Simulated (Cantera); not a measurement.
Input (Python, Cantera) and output of one run.

```python
import numpy as np
import cantera as ct

gas_names = [...]  # 105 gases of nasa_gas.yaml made of C, H, N, Si
cond_names = """
    C(gr) C6H6(L) C7H8(L) C8H18(L),n-octa Si(cr) Si(L) SiC(b) Si3N4(a)
""".split()


# ... load() reads the species with a 1 bar reference pressure and builds the phases ...
atoms = {
    'Si(CH3)4': {'Si': 1, 'C': 4, 'H': 12},
    'C2H4': {'C': 2, 'H': 4},
    'H2': {'H': 2},
    'NH3': {'N': 1, 'H': 3},
}
top_T = {'C(gr)': 4500, 'SiC(b)': 3050, 'Si3N4(a)': 2400}  # K; cautious upper limits of use, not melting points


# ... equilibrate(T, P, feed) seeds the gas with the atoms and calls Mixture.equilibrate('TP', solver="vcs", rtol=1e-11, max_steps=5000) ...
results = []
feed = {'Si(CH3)4': 1, 'C2H4': 0.21, 'H2': 180, 'NH3': 0.0038}  # mol
P = 340  # Pa
for T in [1275, 1375, 1475, 1575, 1675, 1775, 1875, 1975, 2075, 2175, 2275, 2375, 2475]:
    mix = equilibrate(T, P, feed)
    results.append((T, P, feed, dict(zip(mix.species_names, mix.species_moles))))
    x = sorted(zip(gas.X, gas.species_names), reverse=True)
    print(f"T = {T:g} K  P = {P:g} Pa  gas = {mix.phase_moles(0):.4g} mol")
    print("   x: " + "  ".join(f"{s} {v:.3e}" for v, s in x if v > 1e-05))
    print("   condensed (mol): " + ("  ".join(f"{mix.phase(i).name} {mix.phase_moles(i):.4g}"
          for i in range(1, mix.n_phases) if mix.phase_moles(i) > 1e-12) or "none"))
```

Result:

```
T = 1275 K  P = 340 Pa  gas = 186.4 mol
   x: H2 9.999e-01  CH4 3.151e-05  H 1.264e-05
   condensed (mol): C(gr) 3.414  SiC(b) 1
T = 1375 K  P = 340 Pa  gas = 186.4 mol
   x: H2 9.999e-01  H 5.876e-05  CH4 1.692e-05
   condensed (mol): C(gr) 3.416  SiC(b) 1
T = 1475 K  P = 340 Pa  gas = 186.4 mol
   x: H2 9.997e-01  H 2.224e-04
   condensed (mol): C(gr) 3.415  SiC(b) 1
T = 1575 K  P = 340 Pa  gas = 186.5 mol
   x: H2 9.992e-01  H 7.124e-04  C2H2,acetylene 2.108e-05
   condensed (mol): C(gr) 3.41  SiC(b) 1
T = 1675 K  P = 340 Pa  gas = 186.6 mol
   x: H2 9.979e-01  H 1.989e-03  C2H2,acetylene 5.795e-05
   condensed (mol): C(gr) 3.396  SiC(b) 0.9996
T = 1775 K  P = 340 Pa  gas = 186.9 mol
   x: H2 9.949e-01  H 4.951e-03  C2H2,acetylene 1.417e-04  Si 1.385e-05  HCN 1.126e-05
   condensed (mol): C(gr) 3.367  SiC(b) 0.997
T = 1875 K  P = 340 Pa  gas = 187.5 mol
   x: H2 9.884e-01  H 1.118e-02  C2H2,acetylene 3.131e-04  Si 8.919e-05  HCN 1.423e-05
   condensed (mol): C(gr) 3.317  SiC(b) 0.9812
T = 1975 K  P = 340 Pa  gas = 188.7 mol
   x: H2 9.756e-01  H 2.318e-02  C2H2,acetylene 6.336e-04  Si 4.747e-04  SiH 1.968e-05  SiC2 1.746e-05  HCN 1.621e-05  Si2C 1.169e-05
   condensed (mol): C(gr) 3.27  SiC(b) 0.8981
T = 2075 K  P = 340 Pa  gas = 191.1 mol
   x: H2 9.518e-01  H 4.457e-02  Si 2.146e-03  C2H2,acetylene 1.181e-03  SiC2 1.244e-04  Si2C 7.976e-05  SiH 6.990e-05  HCN 1.712e-05  SiH2 1.092e-05
   condensed (mol): C(gr) 3.381  SiC(b) 0.5193
T = 2175 K  P = 340 Pa  gas = 195.2 mol
   x: H2 9.129e-01  H 7.999e-02  Si 4.366e-03  C2H2,acetylene 2.037e-03  SiC2 3.811e-04  Si2C 1.216e-04  SiH 1.131e-04  HCN 1.723e-05  SiH2 1.244e-05
   condensed (mol): C(gr) 3.444
T = 2275 K  P = 340 Pa  gas = 201 mol
   x: H2 8.570e-01  H 1.348e-01  Si 4.248e-03  C2H2,acetylene 3.264e-03  SiC2 5.374e-04  SiH 8.810e-05  Si2C 4.624e-05  C2H 2.175e-05  HCN 1.685e-05
   condensed (mol): C(gr) 2.863
T = 2375 K  P = 340 Pa  gas = 209.8 mol
   x: H2 7.771e-01  H 2.132e-01  C2H2,acetylene 4.825e-03  Si 3.958e-03  SiC2 7.017e-04  C2H 7.185e-05  SiH 6.564e-05  C3 1.881e-05  Si2C 1.739e-05  HCN 1.602e-05  C4H2 1.231e-05
   condensed (mol): C(gr) 2.037
T = 2475 K  P = 340 Pa  gas = 222.7 mol
   x: H2 6.722e-01  H 3.164e-01  C2H2,acetylene 6.537e-03  Si 3.566e-03  SiC2 8.601e-04  C2H 2.094e-04  C3 9.868e-05  SiH 4.681e-05  C 3.459e-05  C4H2 2.624e-05  HCN 1.483e-05
   condensed (mol): C(gr) 0.9212
```

Cantera equilibrium calculation (NASA polynomials, part measured and part estimated; ideal gas, pure solids and liquids). Gases not in the tables: Si2H6 and higher silanes.
